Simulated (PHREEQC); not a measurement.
A solution holds 2.1 mmol/kgw HF, 0.23 mmol/kgw CuSO4 and 49 mmol/kgw MnSO4, at 25 °C. Closed to the air; pH follows from the charge balance.

Equilibrium calculation in PHREEQC: ion-association model, wateq4f.dat.

```csv
quantity,before,after
pH,3.27,3.06
ionic strength (mol/kgw),0.118,0.00179
SO4-2 (mol/kgw),0.0288,0.000208
HSO4- (mol/kgw),0.000695,1.54e-5
Cu+2 (mol/kgw),0.000129,0.000220
CuSO4 (mol/kgw),9.97e-5,6.47e-6
SI of Chalcanthite (CuSO4:5H2O),-3.66,-4.86
SI of Tenorite (CuO),-5.39,-5.24
```

### Question
What was changed between the two runs?
(A) HF left out
(B) temperature from 25 to 75 °C
(C) MnSO4 left out
(D) diluted 5-fold with water
(E) 0.0047 mol/kgw NaOH added

### Answer
C, MnSO4 left out

Precipitation was switched off in this run.
